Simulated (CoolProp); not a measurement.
Vapour-liquid equilibrium of R113 (1) + n-heptane (2) at 0.0287 bar; x and y are mole fractions of (1).

Model: multi-fluid Helmholtz-energy mixture model, Marx 1992 and Span 2003; pair parameters Bell 2016, in CoolProp.

### Question
Give the bubble temperature and the first vapour's composition at x = 0.125, 0.2, 0.65. Is there an azeotrope?

### Answer
x = 0.125: 267.3 K, y = 0.678; x = 0.2: 261.8 K, y = 0.794; x = 0.65: 248.3 K, y = 0.959. No azeotrope shows between x = 0.05 and 0.95.

The pair parameters rest on a limited set of measurements; away from them the model extrapolates.
